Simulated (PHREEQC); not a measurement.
Make-up at 41 °C: 4.4 mmol/kgw HF, 35 mmol/kgw Na2SO4 and 1.1 mmol/kgw NaCl. It is in equilibrium with CO2 at log p = 0 (atm). Otherwise closed; pH follows from the charge balance.

Model: ion-association model, phreeqc.dat, run in PHREEQC.

```json
[
 {"quantity": "pH", "before": "3.16", "after": "2.90"},
 {"quantity": "ionic strength (mol/kgw)", "before": "0.0975", "after": "0.00242"},
 {"quantity": "Na+ (mol/kgw)", "before": "0.0671", "after": "0.00110"},
 {"quantity": "HCO3- (mol/kgw)", "before": "2.15e-5", "after": "9.88e-6"},
 {"quantity": "NaHCO3 (mol/kgw)", "before": "4.45e-7", "after": "5.02e-9"},
 {"quantity": "SI of Halite (NaCl)", "before": "-5.94", "after": "-7.55"}
]
```

**Question.** Name the change that produced these shifts.
A) HF from 0.0044 to 0.0088 mol/kgw
B) Na2SO4 left out
C) HF from 0.0044 to 0.00088 mol/kgw
D) HF left out
E) HF replaced by (CH3)4NF at the same molality

**Answer.** B, Na2SO4 left out

No solid was allowed to form. At this temperature some constants are extrapolated from 25 °C, and those without enthalpy data are left unchanged.
